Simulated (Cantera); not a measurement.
What does this Cantera script print?

```python
import numpy as np
import cantera as ct

gas_names = [...]  # 123 gases of nasa_gas.yaml made of C, H, O, Si
cond_names = """
    C(gr) C6H6(L) C7H8(L) C8H18(L),n-octa H2O(s) H2O(L) Si(cr) Si(L) SiC(b) SiO2(Lqz) SiO2(hqz) SiO2(L)
""".split()


# ... load() reads the species with a 1 bar reference pressure and builds the phases ...
atoms = {
    'SiC': {'Si': 1, 'C': 1},
    'CO2': {'C': 1, 'O': 2},
    'H2': {'H': 2},
}
top_T = {'C(gr)': 4500, 'SiC(b)': 3050}  # K; cautious upper limits of use, not melting points


# ... equilibrate(T, P, feed) seeds the gas with the atoms and calls Mixture.equilibrate('TP', solver="vcs", rtol=1e-11, max_steps=5000) ...
results = []
feed = {'SiC': 1, 'CO2': 0.51, 'H2': 46}  # mol
P = 0.29  # Pa
for T in [1198, 1348, 1498, 1648, 1798, 1948, 2098]:
    mix = equilibrate(T, P, feed)
    results.append((T, P, feed, dict(zip(mix.species_names, mix.species_moles))))

top = {s: max(r[3][s] / sum(r[3][g] for g in gas_names) for r in results) for s in gas_names}
cols = sorted((s for s in top if top[s] > 1e-06), key=lambda s: -top[s])[:7]
seen = [c for c in cond_names if any(r[3].get(c, 0) > 1e-12 for r in results)]
print("log10 of partial pressures in bar; condensed amounts in mol")
print(f"{'T/K':>10s}" + "".join(f"{s[:9]:>10s}" for s in cols + seen))
for T, P, feed, n in results:
    ng = sum(n[g] for g in gas_names)
    print(f"{T:10.4g}" + "".join(f"{np.log10(max(n[s] / ng * P / 1e5, 1e-99)):10.3f}" for s in cols)
          + "".join(f"{n.get(c, 0):10.4g}" for c in seen))
```

Output:

```
log10 of partial pressures in bar; condensed amounts in mol
       T/K        H2         H        CO        Si       SiO      SiC2 C2H2,acet     C(gr)    SiC(b)
      1198    -5.547    -9.495    -7.326   -13.208    -7.803   -20.305   -15.474         0     0.745
      1348    -5.548    -8.410    -7.326   -10.881    -7.804   -16.808   -14.006         0    0.7449
      1498    -5.552    -7.541    -7.324    -9.031    -7.819   -14.013   -12.823         0    0.7373
      1648    -5.573    -6.837    -7.261    -7.742    -8.213   -11.512   -11.433         0    0.5909
      1798    -5.646    -6.276    -7.254    -7.276    -9.654    -9.117    -9.409    0.4447         0
      1948    -5.840    -5.867    -7.327    -7.350   -10.781    -8.841    -9.108    0.3922         0
      2098    -6.262    -5.643    -7.427    -7.463   -11.832    -8.657    -9.107    0.2925         0
```

Method: chemical equilibrium by Gibbs-energy minimisation in Cantera with the NASA 1993 tables (ideal gas, pure condensed phases).
